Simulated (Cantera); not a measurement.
A jet of H2 : O2 : N2 = 0.038 : 0.066 : 0.79 (molar parts), equivalence ratio 0.29 at 300 K and 0.180 bar hits a platinum plate 4.6 cm away at a mass flux of 0.026 kg/m²/s; the plate temperature is set and raised in steps from an oxygen-covered start.

Detailed kinetics in Cantera: Deutschmann's 1995 Pt surface mechanism with GRI-Mech 3.0 gas chemistry. Catalytic surfaces can have several steady states; this one follows from the mechanism file's or the stated starting coverage.

x: mole fraction at the wall; θ: surface coverage.

```json
[
 {"plate T (K)": "600", "wall x H2": "0.00124", "wall x O2": "0.0296", "wall x H2O": "0.0799", "wall x OH": "<1e-8", "θ free Pt": "0.0690", "θ O*": "0.918", "θ OH*": "0.0130"},
 {"plate T (K)": "650", "wall x H2": "0.00124", "wall x O2": "0.0298", "wall x H2O": "0.0793", "wall x OH": "<1e-8", "θ free Pt": "0.0724", "θ O*": "0.919", "θ OH*": "___"},
 {"plate T (K)": "700", "wall x H2": "0.00122", "wall x O2": "0.0304", "wall x H2O": "0.0782", "wall x OH": "<1e-8", "θ free Pt": "0.0773", "θ O*": "0.916", "θ OH*": "0.00619"},
 {"plate T (K)": "750", "wall x H2": "___", "wall x O2": "0.0303", "wall x H2O": "0.0781", "wall x OH": "<1e-8", "θ free Pt": "___", "θ O*": "0.903", "θ OH*": "___"},
 {"plate T (K)": "800", "wall x H2": "0.000822", "wall x O2": "0.0302", "wall x H2O": "0.0782", "wall x OH": "<1e-8", "θ free Pt": "0.124", "θ O*": "0.871", "θ OH*": "0.00418"},
 {"plate T (K)": "850", "wall x H2": "0.000612", "wall x O2": "0.0300", "wall x H2O": "0.0783", "wall x OH": "1.25e-8", "θ free Pt": "0.174", "θ O*": "0.822", "θ OH*": "0.00373"}
]
```

What belongs in the gaps?


- 650, θ OH*: 0.00874
- 750, wall x H2: 0.00107
- 750, θ free Pt: 0.0919
- 750, θ OH*: 0.00486
